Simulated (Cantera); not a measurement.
What does this Cantera script print?

```python
import numpy as np
import cantera as ct

gas_names = """
    CL CL2 H HCL H2 N NH NH2 NH3 N2 N2H2 N2H4 Si SiCL SiCL2 SiCL3 SiCL4 SiH SiHCL3 SiH2 SiH2CL2 SiH3
    SiH3CL SiH4 SiN Si2 Si2N Si3
""".split()
cond_names = """
    NH4CL(a) NH4CL(b) Si(cr) Si(L) Si3N4(a)
""".split()


# ... load() reads the species with a 1 bar reference pressure and builds the phases ...
atoms = {
    'SiHCl3': {'Si': 1, 'H': 1, 'CL': 3},
    'NH3': {'N': 1, 'H': 3},
}
top_T = {'Si3N4(a)': 2400}  # K; cautious upper limits of use, not melting points


# ... equilibrate(T, P, feed) seeds the gas with the atoms and calls Mixture.equilibrate('TP', solver="vcs", rtol=1e-11, max_steps=5000) ...
results = []
feed = {'SiHCl3': 1, 'NH3': 0.91}  # mol
P = 6.6  # Pa
for T in [950, 1050, 1150, 1250, 1350, 1450, 1550, 1650]:
    mix = equilibrate(T, P, feed)
    results.append((T, P, feed, dict(zip(mix.species_names, mix.species_moles))))

top = {s: max(r[3][s] / sum(r[3][g] for g in gas_names) for r in results) for s in gas_names}
cols = sorted((s for s in top if top[s] > 0.0001), key=lambda s: -top[s])[:5]
seen = [c for c in cond_names if any(r[3].get(c, 0) > 1e-12 for r in results)]
print("log10 of partial pressures in bar; condensed amounts in mol")
print(f"{'T/K':>10s}" + "".join(f"{s[:9]:>10s}" for s in cols + seen))
for T, P, feed, n in results:
    ng = sum(n[g] for g in gas_names)
    print(f"{T:10.4g}" + "".join(f"{np.log10(max(n[s] / ng * P / 1e5, 1e-99)):10.3f}" for s in cols)
          + "".join(f"{n.get(c, 0):10.4g}" for c in seen))
```

It prints:

```
log10 of partial pressures in bar; condensed amounts in mol
       T/K       HCL        H2     SiCL2     SiCL4        N2  Si3N4(a)
       950    -4.485    -4.615    -7.997    -5.092    -6.073    0.2081
      1050    -4.470    -4.632    -6.526    -5.137    -6.125    0.2101
      1150    -4.461    -4.672    -5.511    -5.351    -5.844    0.1929
      1250    -4.536    -4.687    -4.994    -6.042    -5.383    0.1174
      1350    -4.730    -4.632    -4.793    -7.194    -5.131   0.01633
      1450    -4.768    -4.625    -4.768    -8.034    -5.104         0
      1550    -4.767    -4.628    -4.767    -8.705    -5.105         0
      1650    -4.766    -4.634    -4.772    -9.295    -5.108         0
```

Method: chemical equilibrium by Gibbs-energy minimisation in Cantera with the NASA 1993 tables (ideal gas, pure condensed phases). The tables' values for SiCl3, SiCl are old estimates; treat these amounts as uncertain.
